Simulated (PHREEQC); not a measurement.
Make-up at 25 °C: 0.00186 mol TMAH and 0.0142 mol NaAlO2 per kg of water. Closed to the air; pH follows from the charge balance.

The numbers come from PHREEQC with the ion-association model, phreeqc.dat.

This is a speciation only: nothing precipitates in the calculation.

Question: Predict the pH, ionic strength.

Answer: pH 11.21; ionic strength 0.0161 mol/kgw.

Saturation is exceeded, for instance for Gibbsite (slow to form); the values hold only as long as no solid forms. Complexes and solids missing from the database can't appear. (CH3)4N+ isn't in the database: it is added as a free cation with an ion size of 4 Å.
